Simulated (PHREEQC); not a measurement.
Acid mine or pickling water (model solution)

Synthetic water in mmol/kgw, 25 °C, pH 2.33, pe 9.5:

| constituent | mmol/kgw |
|---|---|
| Na | 7.83 |
| K | 0.000665 |
| Ca | 6.57 |
| Mg | 0.138 |
| Cl | 6.64 |
| S(6) | 11.8 |
| Cu(2) | 0.603 |

Valence states are taken as typed.

All values are PHREEQC results (ion-association model, wateq4f.dat), not measurements.

This is a speciation only: nothing precipitates in the calculation.

Task: What ionic strength does the model give?

Result: ionic strength 0.0365 mol/kgw.

Task: In which forms is K present?

Result: K+ 97 %, KSO4- 2.6 % of the K.

Species that the database lacks are ignored.
